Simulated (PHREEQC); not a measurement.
Dissolve 0.0074 mol/kgw FeSO4, 0.088 mol/kgw NaH2PO4 and 0.12 mol/kgw NaCl at 20 °C. Closed to the air; pH follows from the charge balance.

The numbers come from PHREEQC with the ion-association model, phreeqc.dat.

Precipitation was switched off in this run.

**Question.** Order these Fe species by the share of Fe that they hold, largest first: FeHPO4, Fe+2, FeH2PO4+, FeSO4, FeCl+.

**Answer.** FeH2PO4+ (91 %), Fe+2 (7.1 %), FeHPO4 (0.74 %), FeSO4 (0.57 %), FeCl+ (0.36 %)

The pH is 4.38 and the ionic strength 0.221 mol/kgw. Saturation is exceeded, for instance for Vivianite; the values hold only as long as no solid forms.
